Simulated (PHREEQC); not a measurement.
Model water analysis in mg/L, 20 °C, pH 2.54, pe 11:

```
constituent    mg/L
-----------  ------
Na             63.7
K              5.54
Ca             93.3
Mg             8.98
Cl             66.7
S(6) as SO4     591
Cu(2)           3.6
F            0.0909
```

Valence states are taken as typed.

Equilibrium calculation in PHREEQC: ion-association model, wateq4f.dat.

| Property | Result |
|---|---|
| ionic strength | 0.0179 mol/kgw |
| total alkalinity | -4.04 meq/kg |
| charge-balance error | -7.8 % |

```json
[
 {"species": "SO4-2", "molality": "0.00464", "activity": "0.00278", "log γ": "-0.222"},
 {"species": "H+", "molality": "0.00323", "activity": "0.00288", "log γ": "-0.048"},
 {"species": "Na+", "molality": "0.00274", "activity": "0.00240", "log γ": "-0.056"},
 {"species": "Cl-", "molality": "0.00188", "activity": "0.00165", "log γ": "-0.058"},
 {"species": "Ca+2", "molality": "0.00176", "activity": "0.00106", "log γ": "-0.219"},
 {"species": "HSO4-", "molality": "0.000798", "activity": "0.000701", "log γ": "-0.056"},
 {"species": "CaSO4", "molality": "0.000560", "activity": "0.000562", "log γ": "0.002"},
 {"species": "Mg+2", "molality": "0.000274", "activity": "0.000168", "log γ": "-0.214"},
 {"species": "K+", "molality": "0.000139", "activity": "0.000122", "log γ": "-0.058"},
 {"species": "MgSO4", "molality": "9.54e-5", "activity": "9.58e-5", "log γ": "0.002"},
 {"species": "Cu+2", "molality": "4.24e-5", "activity": "2.59e-5", "log γ": "-0.214"},
 {"species": "NaSO4-", "molality": "3.68e-5", "activity": "3.24e-5", "log γ": "-0.055"},
 {"species": "CuSO4", "molality": "1.42e-5", "activity": "1.42e-5", "log γ": "0.002"},
 {"species": "CaHSO4+", "molality": "1.02e-5", "activity": "8.95e-6", "log γ": "-0.057"},
 {"species": "HF", "molality": "3.69e-6", "activity": "3.71e-6", "log γ": "0.002"}
]
```

No solid was allowed to form. Complexes and solids missing from the database can't appear.
